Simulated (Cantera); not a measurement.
A perfectly stirred reactor is fed with 0.145 % CO, 3.28 % O2, 0.0637 % H2O, 96.5 % N2, at 5.00 bar; it is held at 1250 K, and followed from long to short residence time.

Detailed kinetics in Cantera: GRI-Mech 3.0 (53 species, 325 reactions).

Problem. Predict: x(CO) at τ = 2.70 s; x(O2) at τ = 2.70 s; x(H2O) at τ = 2.70 s; x(CO2) at τ = 2.70 s; x(NO) at τ = 2.70 s; x(CO) at τ = 38.0 ms; x(O2) at τ = 38.0 ms; x(H2O) at τ = 38.0 ms; x(CO2) at τ = 38.0 ms; x(NO) at τ = 38.0 ms.

Solution. 
- x(CO) at τ = 2.70 s = 3.59e-5
- x(O2) at τ = 2.70 s = 0.0321
- x(H2O) at τ = 2.70 s = 0.000637
- x(CO2) at τ = 2.70 s = 0.00141
- x(NO) at τ = 2.70 s = 2.79e-7
- x(CO) at τ = 38.0 ms = 0.000706
- x(O2) at τ = 38.0 ms = 0.0325
- x(H2O) at τ = 38.0 ms = 0.000635
- x(CO2) at τ = 38.0 ms = 0.000742
- x(NO) at τ = 38.0 ms = 4.89e-8
